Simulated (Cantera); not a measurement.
# Pyrogenic steam for wet oxidation

An isothermal, constant-pressure homogeneous reactor starts with 7.12 % H₂, 7.74 % O₂, 85.1 % N₂, equivalence ratio 0.46, at 925 K and 0.133 bar.

Detailed kinetics in Cantera: the H2/O2 subset of GRI-Mech 3.0, which has no nitrogen chemistry. Radical loss at walls, strong at low pressure, is not modelled. Below about 950 K walls govern HO2 and H2O2 in real vessels. The temperature is held fixed by assumption; the heat of reaction is taken as removed at once.

```csv
t (s),x H₂,x O₂,x H₂O₂,x O,x H,x HO₂
0.000800,0.0712,0.0774,<1e-12,4.42e-11,2.63e-10,1.20e-10
0.00225,0.0712,0.0774,2.07e-11,1.59e-8,9.36e-8,3.01e-8
0.00635,0.0130,0.0506,5.20e-7,0.00129,0.00881,8.24e-6
0.0179,0.000721,0.0437,4.16e-7,4.14e-5,2.55e-5,4.79e-6
0.0504,0.000218,0.0434,3.05e-7,8.12e-6,2.18e-6,2.58e-6
0.142,5.78e-5,0.0434,1.68e-7,1.67e-6,2.48e-7,1.06e-6
0.400,9.93e-6,0.0433,4.69e-8,2.61e-7,2.09e-8,2.42e-7
1.13,9.03e-7,0.0433,1.18e-8,3.54e-8,1.01e-9,2.77e-8
3.17,4.46e-8,0.0433,3.26e-9,6.41e-9,4.31e-11,2.78e-9
8.94,1.91e-9,0.0433,9.85e-10,1.66e-9,4.00e-12,5.38e-10
25.2,3.69e-10,0.0433,3.33e-10,5.18e-10,<1e-12,1.69e-10
71.0,1.15e-10,0.0433,1.18e-10,1.74e-10,<1e-12,6.35e-11
200,3.92e-11,0.0433,4.23e-11,6.08e-11,<1e-12,3.32e-11
```
x: mole fraction; the columns are a selection and need not sum to one.

Equilibrium at this temperature and pressure: H₂ 7.64e-12, O₂ 0.0433, H₂O₂ 5.60e-12, O 7.69e-12, H <1e-12, HO₂ 4.05e-11 (gas phase only).
